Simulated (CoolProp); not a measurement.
Saturation properties of c-C4F8 (RC318) (Tc = 115.2 °C, pc = 2778 kPa, ω = 0.355).

Model: reference Helmholtz-energy equation of state, Platzer 1990, in CoolProp. This equation is an older, rougher fit; its heat capacities, sound speeds and derivatives of the liquid may be far off and weren't checked against measurements.

| T (°C) | p (kPa) | vapour density (kg/m³) | enthalpy of vaporisation (kJ/kg) | surface tension (mN/m) |
|---|---|---|---|---|
| 28.35 | 347.4 | 31.10 | 102.7 | 7.80 |
| 32.85 | 398.7 | ___ | 100.6 | 7.30 |
| 37.35 | 455.6 | 40.70 | 98.43 | 6.80 |
| 41.85 | 518.3 | 46.35 | 96.17 | 6.32 |
| 46.35 | 587.3 | 52.65 | 93.81 | ___ |
| 50.85 | 663.0 | 59.67 | 91.35 | 5.36 |
| 55.45 | 747.6 | ___ | 88.72 | 4.89 |
| 59.95 | 838.0 | 76.47 | 86.02 | ___ |
| 64.45 | ___ | 86.29 | ___ | 3.99 |
| 68.95 | 1043 | 97.32 | 80.18 | 3.55 |
| 73.45 | ___ | 109.7 | 76.99 | 3.12 |

Some entries are withheld; supply them.


- 32.85, vapour density (kg/m³): 35.63
- 46.35, surface tension (mN/m): 5.84
- 55.45, vapour density (kg/m³): 67.69
- 59.95, surface tension (mN/m): 4.43
- 64.45, p (kPa): 936.2
- 64.45, enthalpy of vaporisation (kJ/kg): 83.18
- 73.45, p (kPa): 1158

It boils at -6.0 °C under 1 atm.

Surface tension comes from a separate correlation (Mulero 2012).
